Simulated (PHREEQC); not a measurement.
0.17 g of hydrous ferric oxide (600 m²/g; 0.2 weak and 0.005 strong sites per Fe, Dzombak-Morel constants, diffuse double layer) in 1 kg of water with 0.005 mol/kgw of an inert sodium salt and 1.3e-05 mol CaCl2, at 25 °C; the pH is set by adding NaOH or the inert anion's acid. O2 is buffered at 0.21 atm. The system is closed to CO2. Nothing may precipitate in this run.

Equilibrium calculation in PHREEQC: ion-association model, wateq4f.dat.

| pH | Ca sorbed (%) | surface charge σ (C/m²) | surface potential ψ (mV) |
|---|---|---|---|
| 4 | 0.0 | 0.183 | 193 |
| 4.5 | 0.0 | [?] | 177 |
| 5 | 0.0 | 0.091 | 158 |
| 5.5 | 0.0 | 0.060 | [?] |
| 6 | 0.0 | 0.038 | 114 |
| 6.5 | 0.1 | [?] | 89 |
| 7 | 0.4 | 0.013 | 62 |
| 7.5 | [?] | 0.006 | 35 |
| 8 | 19.3 | 0.001 | 7 |
| 8.5 | 52.3 | -0.003 | -19 |
| 9 | 84.3 | -0.008 | -45 |
| 9.5 | 97.5 | [?] | [?] |
| 10 | 99.7 | -0.027 | -98 |
| 10.5 | 100.0 | -0.046 | -122 |
| 11 | 100.0 | -0.075 | [?] |
| 11.5 | 100.0 | -0.123 | -160 |
| 12 | 100.0 | -0.202 | -169 |

### Question
Complete the blanks.

### Answer

- 4.5, surface charge σ (C/m²): 0.132
- 5.5, surface potential ψ (mV): 137
- 6.5, surface charge σ (C/m²): 0.023
- 7.5, Ca sorbed (%): 3.4
- 9.5, surface charge σ (C/m²): -0.016
- 9.5, surface potential ψ (mV): -71
- 11, surface potential ψ (mV): -143
